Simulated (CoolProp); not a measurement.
Computed with CoolProp (reference Helmholtz-energy equation of state, Thol 2017).

Q: For octamethyltrisiloxane (MDM), give the phase and the density (kg/m³), cp (kJ/(kg K)), cv (kJ/(kg K)), expansivity (1/kK) at 443.3 K and 45.5 kPa; 443.3 K and 235 kPa; 443.3 K and 1220 kPa.

A: 
- 443.3 K and 45.5 kPa: gas; density 3.00, cp 1.80, cv 1.76, expansivity 2.50
- 443.3 K and 235 kPa: liquid; density 653, cp 2.16, cv 1.83, expansivity 2.07
- 443.3 K and 1220 kPa: liquid; density 658, cp 2.15, cv 1.83, expansivity 1.95
